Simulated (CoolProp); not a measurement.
Vapour-liquid equilibrium of isohexane (1) + n-hexane (2) at 36.25 °C; x and y are mole fractions of (1).

The numbers come from the multi-fluid Helmholtz-energy mixture model, Lemmon 2006 and Thol 2019; pair parameters Bell 2016 in CoolProp.

**Question.** Give the bubble pressure and the first vapour's composition at x = 0.2, 0.65, 0.95. Is there an azeotrope?

**Answer.** x = 0.2: 0.03477 MPa, y = 0.258; x = 0.65: 0.04025 MPa, y = 0.715; x = 0.95: 0.04355 MPa, y = 0.961. No azeotrope shows between x = 0.05 and 0.95.

The pair parameters rest on a limited set of measurements; away from them the model extrapolates.
